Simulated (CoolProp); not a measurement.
Vapour-liquid equilibrium of R13 (1) + propylene (2) at -22.05 °C; x and y are mole fractions of (1).

The numbers come from the multi-fluid Helmholtz-energy mixture model, Platzer 1990 and Lemmon 2013; pair parameters Bell 2016 in CoolProp. This equation is an older, rougher fit; its heat capacities, sound speeds and derivatives of the liquid may be far off and weren't checked against measurements.

```tsv
x	bubble pressure, mixture model (bar)	bubble pressure, Raoult's law (bar)	y, mixture model	y, Raoult's law
0.05	3.564	3.237	?	0.166
0.2	5.349	4.423	0.534	0.486
0.35	?	5.609	?	0.671
0.5	7.791	6.795	0.756	0.791
0.65	?	7.981	0.826	0.875
0.8	?	9.167	?	0.938
0.95	10.47	10.35	0.971	0.986
```

Q: Fill in the missing entries.

A: 
- 0.05, y, mixture model: 0.226
- 0.35, bubble pressure, mixture model (bar): 6.704
- 0.35, y, mixture model: 0.670
- 0.65, bubble pressure, mixture model (bar): 8.732
- 0.8, bubble pressure, mixture model (bar): 9.612
- 0.8, y, mixture model: 0.894

The largest gap from Raoult's law is +20.9 % in bubble pressure, at x = 0.2. No azeotrope shows between x = 0.05 and 0.95.

Pair parameters are fitted to limited data, so mixtures are less certain than the pure fluids.
